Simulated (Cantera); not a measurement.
Input (Python, Cantera) and output of one run.

```python
import numpy as np
import cantera as ct

gas_names = [...]  # 76 gases of nasa_gas.yaml made of C, H
cond_names = """
    C(gr) C6H6(L) C7H8(L) C8H18(L),n-octa
""".split()


# ... load() reads the species with a 1 bar reference pressure and builds the phases ...
atoms = {
    'n-butane': {'C': 4, 'H': 10},
    'H2': {'H': 2},
}
top_T = {'C(gr)': 4500}  # K; cautious upper limits of use, not melting points


# ... equilibrate(T, P, feed) seeds the gas with the atoms and calls Mixture.equilibrate('TP', solver="vcs", rtol=1e-11, max_steps=5000) ...
results = []
feed = {'n-butane': 1, 'H2': 0.95}  # mol
T = 2600  # K
for P in [10, 100, 1000, 10000, 100000, 1000000, 10000000]:
    mix = equilibrate(T, P, feed)
    results.append((T, P, feed, dict(zip(mix.species_names, mix.species_moles))))

top = {s: max(r[3][s] / sum(r[3][g] for g in gas_names) for r in results) for s in gas_names}
cols = sorted((s for s in top if top[s] > 1e-05), key=lambda s: -top[s])[:6]
seen = [c for c in cond_names if any(r[3].get(c, 0) > 1e-12 for r in results)]
print("log10 of partial pressures in bar; condensed amounts in mol")
print(f"{'P/Pa':>10s}" + "".join(f"{s[:9]:>10s}" for s in cols + seen))
for T, P, feed, n in results:
    ng = sum(n[g] for g in gas_names)
    print(f"{P:10.4g}" + "".join(f"{np.log10(max(n[s] / ng * P / 1e5, 1e-99)):10.3f}" for s in cols)
          + "".join(f"{n.get(c, 0):10.4g}" for c in seen))
```

Result:

```
log10 of partial pressures in bar; condensed amounts in mol
      P/Pa        H2         H        C3 C2H2,acet       CH4         C     C(gr)
        10    -5.249    -4.041    -5.655    -7.039   -14.390    -6.205     3.051
       100    -3.505    -3.168    -5.655    -5.295   -10.902    -6.205     3.819
      1000    -2.172    -2.502    -5.655    -3.962    -8.235    -6.205     3.831
     1e+04    -1.059    -1.946    -5.655    -2.849    -6.010    -6.205     3.816
     1e+05    -0.024    -1.428    -5.655    -1.814    -3.938    -6.205     3.809
     1e+06     0.987    -0.922    -5.655    -0.803    -1.917    -6.205     3.799
     1e+07     1.985    -0.423    -5.655     0.195     0.080    -6.205     3.726
```

These are equilibrium values from Cantera (NASA tables, ideal gas, pure condensed phases), not measurements of a reactor. The ideal-gas law is rough above about 30 bar.
